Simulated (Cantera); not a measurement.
## CH₃F + H₂ (fluorocarbon and chlorocarbon gases)

Feed: 1 mol CH₃F, 6.3 mol H₂, at 25.5 Torr.

Method: chemical equilibrium by Gibbs-energy minimisation in Cantera with the NASA 1993 tables (ideal gas, pure condensed phases). Candidate condensed phases: C, C₆H₆, C₇H₈, C₈H₁₈; 95 gas species. Equilibrium is a limit: real reactors are often held back by kinetics, nucleation or transport.

```json
[
 {"T (K)": "2550", "x H₂": "0.733", "x H": "0.145", "x HF": "0.112", "x C₂H₂ (acetylene)": "0.00975", "x C₃": "3.13e-5", "x C₂H": "0.000153", "n C(graphite)": "0.819"},
 {"T (K)": "2625", "x H₂": "0.687", "x H": "0.191", "x HF": "0.109", "x C₂H₂ (acetylene)": "0.0123", "x C₃": "9.29e-5", "x C₂H": "0.000315", "n C(graphite)": "0.762"},
 {"T (K)": "2700", "x H₂": "0.633", "x H": "0.245", "x HF": "0.105", "x C₂H₂ (acetylene)": "0.0149", "x C₃": "0.000259", "x C₂H": "0.000614", "n C(graphite)": "0.691"},
 {"T (K)": "2775", "x H₂": "0.571", "x H": "0.307", "x HF": "0.102", "x C₂H₂ (acetylene)": "0.0175", "x C₃": "0.000681", "x C₂H": "0.00114", "n C(graphite)": "0.600"},
 {"T (K)": "2850", "x H₂": "0.504", "x H": "0.374", "x HF": "0.0972", "x C₂H₂ (acetylene)": "0.0198", "x C₃": "0.00170", "x C₂H": "0.00202", "n C(graphite)": "0.477"},
 {"T (K)": "2925", "x H₂": "0.432", "x H": "0.444", "x HF": "0.0923", "x C₂H₂ (acetylene)": "0.0215", "x C₃": "0.00404", "x C₂H": "0.00340", "n C(graphite)": "0.291"},
 {"T (K)": "3000", "x H₂": "0.359", "x H": "0.513", "x HF": "0.0869", "x C₂H₂ (acetylene)": "0.0218", "x C₃": "0.00885", "x C₂H": "0.00536", "n C(graphite)": "0"},
 {"T (K)": "3075", "x H₂": "0.296", "x H": "0.584", "x HF": "0.0818", "x C₂H₂ (acetylene)": "0.0153", "x C₃": "0.0110", "x C₂H": "0.00575", "n C(graphite)": "0"},
 {"T (K)": "3150", "x H₂": "0.238", "x H": "0.648", "x HF": "0.0769", "x C₂H₂ (acetylene)": "0.00999", "x C₃": "0.0125", "x C₂H": "0.00573", "n C(graphite)": "0"}
]
```
x: gas mole fraction; n: condensed amount in mol.

From 2550 K to 2925 K the condensed part is C(graphite). From 3000 K to 3150 K nothing is condensed. The main C-bearing gas is C₂H₂ (acetylene) at 2550 K and C₃ at 3150 K.
